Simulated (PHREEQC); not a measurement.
## Leach liquor: speciation

Consider water at 25 °C with 0.21 mol HCl, 0.018 mol MnSO4 and 0.0002 mol Na2SO4 per kg of water. Closed to the air; pH follows from the charge balance.

Model: ion-association model, phreeqc.dat, run in PHREEQC.

Each row changes one thing in this solution. No solid was allowed to form.

| case | pH | ionic strength (mol/kgw) | HSO4- (mol/kgw) | SO4-2 (mol/kgw) | NaSO4- (mol/kgw) | SI of Halite (NaCl) |
|---|---|---|---|---|---|---|
| as made | 0.81 | 0.243 | 0.0149 | 0.00271 | 1.48e-6 | -5.94 |
| MnSO4 from 0.018 to 0.0018 mol/kgw | 0.78 | 0.213 | 0.00172 | 0.000278 | 1.59e-7 | -5.92 |
| MnSO4 replaced by Al2(SO4)3 at the same molality | 0.85 | 0.320 | 0.0302 | 0.00664 | 3.28e-6 | -5.95 |
| 0.0054 mol/kgw TMAH added | 0.82 | 0.243 | 0.0149 | 0.00278 | 1.52e-6 | -5.94 |
| Na2SO4 from 0.0002 to 0.00022 mol/kgw | 0.81 | 0.243 | 0.0150 | 0.00272 | 1.63e-6 | -5.90 |
| MnSO4 from 0.018 to 0.18 mol/kgw | 1.07 | 0.533 | 0.0977 | 0.0431 | 1.72e-5 | -6.05 |

(CH3)4N+ isn't in the database: it is added as a free cation with an ion size of 4 Å.
